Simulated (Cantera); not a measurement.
A diamond (100) surface in a fixed gas of H2 with x(CH4) = 0.018, x(H) = 0.044, at 1098 K, 0.0320 bar; coverages are run to steady state.

Computed with Cantera and the Harris–Goodwin 1993 mechanism for the reconstructed diamond (100) surface.

θ: site fractions in the mechanism's names (c6HH fully hydrogenated, c6H* and c6*H radical sites, c6** diradical, c6HM methylated).

| x(CH3) | growth (µm/h) | θ c6HH | θ c6H* | θ c6*H | θ c6** | θ c6HM |
|---|---|---|---|---|---|---|
| 1e-06 | (withheld) | 0.512 | 0.0280 | 0.441 | 0.0184 | 7.99e-6 |
| 2.7e-06 | (withheld) | 0.512 | 0.0280 | 0.441 | 0.0184 | 2.16e-5 |
| 7.5e-06 | (withheld) | 0.512 | 0.0280 | 0.441 | 0.0184 | 5.99e-5 |
| 2.1e-05 | (withheld) | 0.512 | 0.0280 | 0.441 | 0.0184 | 0.000168 |
| 5.7e-05 | (withheld) | 0.512 | 0.0280 | 0.441 | 0.0184 | 0.000455 |
| 0.00016 | (withheld) | 0.512 | 0.0280 | 0.440 | 0.0184 | 0.00128 |
| 0.00043 | (withheld) | 0.510 | 0.0279 | 0.439 | 0.0183 | 0.00341 |
| 0.0012 | (withheld) | 0.505 | 0.0276 | 0.435 | 0.0181 | 0.00942 |
| 0.0032 | (withheld) | 0.494 | 0.0270 | 0.424 | 0.0174 | 0.0244 |

Task: What belongs in the gaps?

Result: 
- 1e-06, growth (µm/h): 0.0239
- 2.7e-06, growth (µm/h): 0.0647
- 7.5e-06, growth (µm/h): 0.180
- 2.1e-05, growth (µm/h): 0.503
- 5.7e-05, growth (µm/h): 1.36
- 0.00016, growth (µm/h): 3.82
- 0.00043, growth (µm/h): 10.2
- 0.0012, growth (µm/h): 28.2
- 0.0032, growth (µm/h): 73.2
